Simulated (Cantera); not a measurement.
A perfectly stirred reactor is fed with 0.528 % CO, 1.76 % O₂, 0.0186 % H₂O, 97.7 % N₂, equivalence ratio 0.15, at 101000 Pa; it is held at 1300 K, and followed from long to short residence time.

Model: GRI-Mech 3.0 (53 species, 325 reactions), integrated in Cantera.

One state of this run: x CO = 0.000763; x O₂ = 0.0153; x H₂O = 0.000179; x NO = 1.88e-6; x OH = 1.07e-5; x H₂O₂ = 2.67e-9. x: mole fraction; the columns are a selection and need not sum to one.

### Question
Which value of τ (s) does it belong to?
A. 0.051
B. 0.74
C. 0.026
D. 0.19

### Answer
D, 0.19
